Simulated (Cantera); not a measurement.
An isothermal, constant-pressure homogeneous reactor starts with 67.1 % NH3, 32.9 % H2, at 1900 K and 0.110 bar.

Cantera simulation using the gas-phase N/H chemistry of the illustrative SiF4/NH3 mechanism in the Surface Chemkin manual (1991); the numbers are that mechanism's predictions, not measurements. Walls and surfaces, which speed up NH3 decomposition in real reactors, are not modelled.

One state of this run: x NH3 = 0.600; x H2 = 0.378; x N2H2 = 2.87e-6; x N2 = 0.0210; x NH2 = 0.000580. x: mole fraction; the columns are a selection and need not sum to one.

**Question.** Which value of t (s) does it belong to?
A. 3.00e-5
B. 0.0749
C. 0.700
D. 0.000857

**Answer.** B, 0.0749
